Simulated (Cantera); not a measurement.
Charge: 1 mol Si, 1.1 mol Br2, 65 mol H2, held at 24.0 Pa.

These are equilibrium values from Cantera (NASA tables, ideal gas, pure condensed phases), not measurements of a reactor. Candidate condensed phases: Br2, Si; 19 gas species. The tables' values for SiBr3 are old estimates; treat these amounts as uncertain. Equilibrium is a limit: real reactors are often held back by kinetics, nucleation or transport.

x: gas mole fraction; n: condensed amount in mol.

```
T (K)   x H2     x HBr   x SiBr4  x SiBr2  x SiHBr3   x SiBr3      x Br  n Si(s)
-----  -----  --------  --------  -------  --------  --------  --------  -------
473    0.992   1.48e-5   0.00827      [?]  0.000152  2.87e-10    <1e-12    0.448
548    0.991  0.000149   0.00821      [?]  0.000192   1.27e-8    <1e-12    0.449
623    0.991  0.000845   0.00801      [?]  0.000223   2.22e-7  3.54e-12    0.460
698    0.989   0.00323   0.00739      [?]  0.000237   1.99e-6  3.07e-10    0.499
773    0.985   0.00907   0.00591      [?]  0.000220   1.02e-5   1.08e-8    0.594
848    0.977    0.0191   0.00331      [?]  0.000153   2.93e-5   1.82e-7    0.753
923    0.970    0.0283  0.000819      [?]   5.69e-5   3.55e-5   1.56e-6    0.892
998    0.968    0.0307   9.12e-5      [?]   1.15e-5   1.96e-5   7.48e-6    0.923
1073   0.968    0.0307   1.04e-5      [?]   2.37e-6   9.45e-6   2.69e-5    0.916
```

Q: What belongs in the gaps?

A: 
- 473, x SiBr2: 1.32e-11
- 548, x SiBr2: 2.81e-9
- 623, x SiBr2: 1.60e-7
- 698, x SiBr2: 3.68e-6
- 773, x SiBr2: 4.20e-5
- 848, x SiBr2: 0.000253
- 923, x SiBr2: 0.000720
- 998, x SiBr2: 0.00105
- 1073, x SiBr2: 0.00125
